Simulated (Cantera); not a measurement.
Input: 1 mol SiC, 0.0012 mol H2O, 550 mol N2, equilibrated at 2148 K and 1.20 Pa.

Equilibrium computed with Cantera from the NASA thermochemical tables; the gas is ideal and each condensed phase is pure. Candidate condensed phases: C, C6H6, C7H8, C8H18, H2O, Si, SiC, SiO2, Si2N2O, Si3N4; 151 gas species. Kinetics and transport are ignored.

Base state: N2 0.997, Si 0.00168, CN 0.000982, SiC2 0.000132, C3 6.84e-5, C 4.93e-5 (mole fractions); condensed: C(graphite).

Question: What changes in the equilibrium state with this change: temperature from 2148 K to 1925 K?

Answer: 
```csv
species,before,after
N2,0.997,0.998
Si,0.00168,0.00176
CN,0.000982,5.89e-5
SiC2,0.000132,5.06e-5
C3,6.84e-5,3.38e-7
C,4.93e-5,4.73e-7
"C(graphite), mol",0.158,0.908
```

Question: What changes in the equilibrium state with this change: pressure from 1.20 Pa to 1.33 mbar?

Answer: 
| species | before | after |
|---|---|---|
| N2 | 0.997 | 0.998 |
| Si | 0.00168 | 0.00166 |
| SiC2 | 0.000132 | 0.000130 |
| CN | 0.000982 | 9.32e-5 |
| C3 | 6.84e-5 | 6.16e-7 |
| C | 4.93e-5 | 4.44e-7 |
| SiN | 1.09e-6 | 1.13e-5 |
| C(graphite), mol | 0.158 | 0.790 |
The tables' values for SiN are old estimates; treat these amounts as uncertain.

Question: What changes in the equilibrium state with this change: pressure from 1.20 Pa to 13.3 mbar?

Answer: 
```json
[
 {"species": "N2", "before": "0.997", "after": "0.998"},
 {"species": "Si", "before": "0.00168", "after": "0.00151"},
 {"species": "SiC2", "before": "0.000132", "after": "0.000118"},
 {"species": "CN", "before": "0.000982", "after": "2.95e-5"},
 {"species": "C", "before": "4.93e-5", "after": "4.44e-8"},
 {"species": "C3", "before": "6.84e-5", "after": "6.16e-8"},
 {"species": "C(graphite), mol", "before": "0.158", "after": "0.803"},
 {"species": "SiC(s), mol", "before": "0", "after": "0.000690"}
]
```
The tables' values for SiN are old estimates; treat these amounts as uncertain.
